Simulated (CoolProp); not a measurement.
R143a along the isobar 31 bar: fugacity coefficient from the reference equation and from simpler models built on Tc = 72.7 °C, pc = 37.62 bar, ω = 0.261; each cubic takes its own stable root.

Values from CoolProp's reference Helmholtz-energy equation of state, Lemmon and Jacobsen 2000.

| T (°C) | phase | reference |
|---|---|---|
| -34.55 | liquid | 0.05984 |
| -6.95 | liquid | 0.1543 |
| 20.65 | liquid | 0.3145 |
| 48.25 | liquid | 0.5373 |
| 75.85 | gas | 0.7186 |
| 103.55 | gas | 0.7860 |
| 131.15 | gas | 0.8335 |
| 158.75 | gas | 0.8691 |

Problem. How far does each simpler model (van der Waals, Redlich-Kwong, Soave-Redlich-Kwong) lie from the reference over these 8 states: mean and median of the absolute difference, and the worst?

Solution. 
- van der Waals: mean 64.4 %, median 15.5 %, worst +283.9 % at -34.55 °C and 31 bar
- Redlich-Kwong: mean 18.2 %, median 6.9 %, worst +65.0 % at -34.55 °C and 31 bar
- Soave-Redlich-Kwong: mean 3.4 %, median 3.1 %, worst +5.8 % at 20.65 °C and 31 bar
